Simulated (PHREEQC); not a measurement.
1 kg of water holding 0.067 mol Na2CO3, 0.084 mol Na2SO4, 0.0044 mol NaOH and 0.006 mol NaCl is evaporated at 20 °C; the solids stay in contact with the brine. CO2 is held at log p = -3.4 (atm). Only these solids could form: Burkeite, Halite, Mirabilite, Nahcolite, Natron, Thenardite, Trona.

The numbers come from PHREEQC with the Pitzer model, pitzer.dat.

Q: Predict ionic strength at water left (kg) = 0.208, 0.171.

A: 
```csv
water left (kg),ionic strength
0.208,2.17
0.171,2.65
```

Species that the database lacks are ignored.
